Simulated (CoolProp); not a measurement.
A simple Rankine cycle with vinyl chloride: condensing at 314.15 K, boiler at 4.31 MPa, turbine inlet 429 K, turbine efficiency 0.6, pump efficiency 0.8, no recuperator. Each further row changes one setting.

Values from CoolProp's reference Helmholtz-energy equation of state, Thol 2022.

```csv
case,thermal efficiency (%),net work (kJ/kg),heat in (kJ/kg),turbine exit temperature (K),volume ratio over the turbine
as stated,10.7,?,365,?,7.33
condensing temperature 306.15 K,?,?,378,325.8,9.05
boiler pressure 3.02 MPa,9.7,37.9,?,?,4.81
turbine efficiency 0.5,8.6,31.6,365,340.4,7.54
```

Task: Some entries are withheld; supply them.

Result: 
- as stated, net work (kJ/kg): 39.0
- as stated, turbine exit temperature (K): 333.2
- condensing temperature 306.15 K, thermal efficiency (%): 11.5
- condensing temperature 306.15 K, net work (kJ/kg): 43.6
- boiler pressure 3.02 MPa, heat in (kJ/kg): 393
- boiler pressure 3.02 MPa, turbine exit temperature (K): 360.9
